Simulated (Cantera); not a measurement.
Feed: 1 mol MgCO₃, 9.2 mol H₂O, equilibrated at 1.00 Torr.

These are equilibrium values from Cantera (NASA tables, ideal gas, pure condensed phases), not measurements of a reactor. Candidate condensed phases: C, C₆H₆, C₇H₈, C₈H₁₈, H₂O, Mg, MgCO₃, MgO, Mg(OH)₂; 116 gas species. Equilibrium is a limit: real reactors are often held back by kinetics, nucleation or transport.

x: gas mole fraction; n: condensed amount in mol.

| T (K) | x H₂O | x CO₂ | x H₂ | x O₂ | x OH | x H | x CO | x Mg | x O | n MgO(s) |
|---|---|---|---|---|---|---|---|---|---|---|
| 900 | 0.902 | 0.0980 | 2.29e-7 | 1.19e-7 | 5.65e-9 | 1.53e-12 | 1.08e-8 | <1e-12 | <1e-12 | 1.00 |
| 1000 | 0.902 | 0.0980 | 2.07e-6 | 1.09e-6 | 8.62e-8 | 8.94e-11 | 1.57e-7 | <1e-12 | 4.50e-12 | 1.00 |
| 1100 | 0.902 | 0.0980 | 1.25e-5 | 6.75e-6 | 8.05e-7 | 2.51e-9 | 1.38e-6 | <1e-12 | 1.78e-10 | 1.00 |
| 1200 | 0.902 | 0.0980 | (withheld) | (withheld) | (withheld) | (withheld) | (withheld) | <1e-12 | (withheld) | 1.00 |
| 1300 | 0.902 | 0.0980 | 0.000201 | 0.000114 | 2.52e-5 | 4.30e-7 | 3.85e-5 | <1e-12 | 5.16e-8 | 1.00 |
| 1400 | 0.901 | 0.0979 | 0.000599 | 0.000346 | 9.74e-5 | 3.26e-6 | 0.000141 | 3.11e-11 | 4.82e-7 | 1.00 |
| 1500 | 0.899 | 0.0975 | 0.00154 | 0.000912 | 0.000315 | 1.89e-5 | 0.000433 | 1.29e-9 | 3.35e-6 | 1.000 |
| 1600 | 0.896 | 0.0966 | (withheld) | (withheld) | (withheld) | (withheld) | (withheld) | (withheld) | (withheld) | 1.000 |
| 1700 | 0.888 | 0.0948 | 0.00730 | 0.00448 | 0.00217 | 0.000345 | 0.00266 | 5.86e-7 | 8.20e-5 | 1.000 |
| 1800 | 0.874 | 0.0913 | 0.0139 | 0.00864 | 0.00481 | 0.00116 | 0.00554 | 7.46e-6 | 0.000310 | 1.000 |
| 1900 | 0.850 | 0.0854 | 0.0245 | 0.0154 | 0.00970 | 0.00340 | 0.0103 | 7.27e-5 | 0.00101 | 0.999 |
| 2000 | 0.810 | 0.0765 | 0.0402 | 0.0254 | 0.0180 | 0.00893 | 0.0174 | 0.000566 | 0.00292 | 0.993 |
| 2100 | 0.746 | 0.0645 | 0.0611 | 0.0393 | 0.0307 | 0.0211 | 0.0261 | 0.00363 | 0.00755 | 0.956 |
| 2200 | 0.643 | 0.0499 | 0.0830 | 0.0586 | 0.0480 | 0.0444 | 0.0340 | 0.0196 | 0.0179 | 0.750 |

### Question
Some entries are withheld; supply them.

### Answer

- 1200, x H₂: 5.63e-5
- 1200, x O₂: 3.11e-5
- 1200, x OH: 5.19e-6
- 1200, x H: 4.06e-8
- 1200, x CO: 8.40e-6
- 1200, x O: 3.83e-9
- 1600, x H₂: 0.00353
- 1600, x O₂: 0.00213
- 1600, x OH: 0.000879
- 1600, x H: 8.84e-5
- 1600, x CO: 0.00114
- 1600, x Mg: 3.34e-8
- 1600, x O: 1.83e-5
